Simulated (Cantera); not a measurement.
A freely propagating, adiabatic, planar premixed flame of CO : H2 : O2 : N2 = 1 : 0.59 : 1.06 : 4.13 (molar parts), unburnt at 475 K and 3750 Torr; mixture-averaged transport, grid criteria slope 0.08 and curve 0.16, no radiation.

Cantera simulation using GRI-Mech 3.0 (53 species, 325 reactions); the numbers are that mechanism's predictions, not measurements. The hydrogen kinetics of GRI-Mech 3.0 are dated; newer H2 mechanisms differ, most at raised pressure. Burning velocities carry a grid error of a few per cent, more on coarse grids.

How do the results move with these cheaper or finer settings: unity-Lewis-number transport; multicomponent transport; multicomponent+Soret transport; grid criteria slope 0.5, curve 1; grid criteria slope 0.25, curve 0.5; grid criteria slope 0.03, curve 0.06?


```
setting                               laminar burning velocity  thermal thickness  peak x(OH)  grid points  grid points
------------------------------------  ------------------------  -----------------  ----------  -----------  -----------
as above                                             82.8 cm/s           0.103 mm     0.00632          120          120
unity-Lewis-number transport                         88.0 cm/s          0.0884 mm     0.00676          119          119
multicomponent transport                             82.9 cm/s           0.103 mm     0.00632          120          120
multicomponent+Soret transport                       79.6 cm/s           0.104 mm     0.00625          120          120
grid criteria slope 0.5, curve 1                     88.1 cm/s           0.124 mm     0.00619           37           37
grid criteria slope 0.25, curve 0.5                  82.7 cm/s           0.110 mm     0.00615           49           49
grid criteria slope 0.03, curve 0.06                 83.7 cm/s           0.101 mm     0.00643          295          295
```
The base run took about 15 core-seconds (a rough figure).
Unity Lewis numbers drop preferential diffusion, which matters most where H2 and H carry the flame; Soret adds thermal diffusion.
